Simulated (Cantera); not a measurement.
Input: 1 mol C2H2, a varied amount of H2O, 0.74 mol N2, held at 2552 °C and 0.120 bar.

Cantera equilibrium calculation (NASA polynomials, part measured and part estimated; ideal gas, pure solids and liquids). Candidate condensed phases: C, C6H6, C7H8, C8H18, H2O; 136 gas species. Rates play no part.

**Question.** Which condensed phases are stable at each of these points (n(H2O) (mol)): 0.13, 0.2, 0.29, 0.43, 0.63, 0.92, 1.4, 2, 2.9, 4.3?

**Answer.** 
```json
[
 {"n(H2O) (mol)": "0.13", "condensed phases": "C(graphite)", "C condensed (%)": "83.3"},
 {"n(H2O) (mol)": "0.2", "condensed phases": "C(graphite)", "C condensed (%)": "79.4"},
 {"n(H2O) (mol)": "0.29", "condensed phases": "C(graphite)", "C condensed (%)": "74.4"},
 {"n(H2O) (mol)": "0.43", "condensed phases": "C(graphite)", "C condensed (%)": "66.6"},
 {"n(H2O) (mol)": "0.63", "condensed phases": "C(graphite)", "C condensed (%)": "55.5"},
 {"n(H2O) (mol)": "0.92", "condensed phases": "C(graphite)", "C condensed (%)": "39.4"},
 {"n(H2O) (mol)": "1.4", "condensed phases": "C(graphite)", "C condensed (%)": "12.9"},
 {"n(H2O) (mol)": "2", "condensed phases": "gas only", "C condensed (%)": "0.0"},
 {"n(H2O) (mol)": "2.9", "condensed phases": "gas only", "C condensed (%)": "0.0"},
 {"n(H2O) (mol)": "4.3", "condensed phases": "gas only", "C condensed (%)": "0.0"}
]
```

From 0.13 mol H2O to 1.4 mol H2O the condensed part is C(graphite). From 2 mol H2O to 4.3 mol H2O nothing is condensed.
